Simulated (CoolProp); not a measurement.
Values from CoolProp's reference Helmholtz-energy equation of state, Platzer 1990. This equation is an older, rougher fit.

Question: For R114, give the phase and the speed of sound (m/s) at 112.35 °C and 0.101 MPa; 195.65 °C and 0.101 MPa.

Answer: 
- 112.35 °C and 0.101 MPa: gas; speed of sound 140
- 195.65 °C and 0.101 MPa: gas; speed of sound 155
